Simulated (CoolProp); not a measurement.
A single-stage vapour-compression cycle with hydrogen sulfide: evaporating at 206.15 K (dew point), condensing at 254.15 K (bubble point), superheat 2 K, subcooling 0 K, compressor efficiency 0.7, no pressure losses. Each further row changes one setting.

Model: reference Helmholtz-energy equation of state, Lemmon 2006, in CoolProp. It is a short technical equation, of lower accuracy than the large ones.

```json
[
 {"case": "as stated", "cooling COP": "2.39", "pressure ratio": "7.94", "discharge temperature (K)": "401.5", "refrigerating effect (kJ/kg)": "460", "volumetric capacity (kJ/m³)": "656"},
 {"case": "evaporating temperature 211.15 K", "cooling COP": "2.81", "pressure ratio": "6.09", "discharge temperature (K)": "380.1", "refrigerating effect (kJ/kg)": "?", "volumetric capacity (kJ/m³)": "846"},
 {"case": "condensing temperature 249.15 K", "cooling COP": "2.73", "pressure ratio": "6.67", "discharge temperature (K)": "381.7", "refrigerating effect (kJ/kg)": "470", "volumetric capacity (kJ/m³)": "671"},
 {"case": "subcooling 5 K", "cooling COP": "?", "pressure ratio": "7.94", "discharge temperature (K)": "401.5", "refrigerating effect (kJ/kg)": "470", "volumetric capacity (kJ/m³)": "671"},
 {"case": "superheat 12 K", "cooling COP": "2.33", "pressure ratio": "7.94", "discharge temperature (K)": "420.0", "refrigerating effect (kJ/kg)": "470", "volumetric capacity (kJ/m³)": "638"},
 {"case": "compressor efficiency 0.6", "cooling COP": "?", "pressure ratio": "7.94", "discharge temperature (K)": "431.4", "refrigerating effect (kJ/kg)": "460", "volumetric capacity (kJ/m³)": "656"}
]
```

Some entries are withheld; supply them.


- evaporating temperature 211.15 K, refrigerating effect (kJ/kg): 464
- subcooling 5 K, cooling COP: 2.44
- compressor efficiency 0.6, cooling COP: 2.05
